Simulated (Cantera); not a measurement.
A closed system holds: 1 mol V2O5, 82 mol H2, 0.12 mol H2O, at 16.0 Pa.

Cantera equilibrium calculation (NASA polynomials, part measured and part estimated; ideal gas, pure solids and liquids). Candidate condensed phases: H2O, V, VO, V2O3, V2O4, V2O5; 12 gas species. Condensed phases not in the tables: the oxides between V2O3 and V2O5 other than VO2. The numbers say what is thermodynamically allowed, not how fast it happens.

x: gas mole fraction; n: condensed amount in mol.

```json
[
 {"T (K)": "1373", "x H2": "0.974", "x H": "0.000260", "x H2O": "0.0258", "x VO2": "1.89e-7", "x VO": "1.60e-9", "x OH": "___", "x O": "3.02e-11", "n V2O3(s)": "1.000"},
 {"T (K)": "1473", "x H2": "0.973", "x H": "0.000987", "x H2O": "0.0258", "x VO2": "3.23e-6", "x VO": "5.22e-8", "x OH": "___", "x O": "6.06e-10", "n V2O3(s)": "1.000"},
 {"T (K)": "1573", "x H2": "0.971", "x H": "0.00317", "x H2O": "0.0258", "x VO2": "3.81e-5", "x VO": "1.08e-6", "x OH": "___", "x O": "8.31e-9", "n V2O3(s)": "0.998"},
 {"T (K)": "1673", "x H2": "0.965", "x H": "0.00885", "x H2O": "0.0255", "x VO2": "0.000329", "x VO": "1.53e-5", "x OH": "___", "x O": "8.34e-8", "n V2O3(s)": "0.986"},
 {"T (K)": "1773", "x H2": "0.951", "x H": "0.0219", "x H2O": "0.0244", "x VO2": "0.00217", "x VO": "0.000160", "x OH": "___", "x O": "6.29e-7", "n V2O3(s)": "0.903"},
 {"T (K)": "1873", "x H2": "0.919", "x H": "0.0489", "x H2O": "0.0201", "x VO2": "0.0108", "x VO": "0.00138", "x OH": "___", "x O": "3.35e-6", "n V2O3(s)": "0.479"},
 {"T (K)": "1973", "x H2": "0.862", "x H": "0.0990", "x H2O": "0.0165", "x VO2": "0.0187", "x VO": "0.00386", "x OH": "___", "x O": "1.52e-5", "n V2O3(s)": "0"},
 {"T (K)": "2073", "x H2": "0.778", "x H": "0.183", "x H2O": "0.0162", "x VO2": "0.0171", "x VO": "0.00442", "x OH": "___", "x O": "7.36e-5", "n V2O3(s)": "0"},
 {"T (K)": "2173", "x H2": "0.655", "x H": "0.309", "x H2O": "0.0151", "x VO2": "0.0152", "x VO": "0.00474", "x OH": "___", "x O": "0.000314", "n V2O3(s)": "0"}
]
```

Task: Complete the blanks.

Result: 
- 1373, x OH: 1.23e-7
- 1473, x OH: 6.81e-7
- 1573, x OH: 3.03e-6
- 1673, x OH: 1.13e-5
- 1773, x OH: 3.49e-5
- 1873, x OH: 8.30e-5
- 1973, x OH: 0.000180
- 2073, x OH: 0.000435
- 2173, x OH: 0.000950
